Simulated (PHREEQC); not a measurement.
Model water analysis in mmol/kgw, 25 °C, pH 8.55, pe 9.2:

```csv
constituent,mmol/kgw
Na,0.487
K,0.275
Ca,0.305
Mg,0.211
Cl,0.725
S(6),0.462
Alkalinity (meq/kgw),0.149
N(5),0.00972
```

Na is adjusted to close the charge balance.
Valence states are taken as typed.

The numbers come from PHREEQC with the ion-association model, phreeqc.dat.

```
Property                        Value
--------------------  ---------------
ionic strength        0.00267 mol/kgw
specific conductance        219 µS/cm
```

```tsv
species	molality	activity	log γ
Cl-	0.000725	0.000685	-0.025
Na+	0.000500	0.000472	-0.024
SO4-2	0.000433	0.000346	-0.097
Ca+2	0.000289	0.000232	-0.097
K+	0.000274	0.000259	-0.025
Mg+2	0.000197	0.000158	-0.096
HCO3-	0.000137	0.000129	-0.024
CaSO4	1.43e-5	1.43e-5	0.000
MgSO4	1.28e-5	1.29e-5	0.000
NO3-	9.72e-6	9.17e-6	-0.025
OH-	3.80e-6	3.59e-6	-0.025
```

No solid was allowed to form.
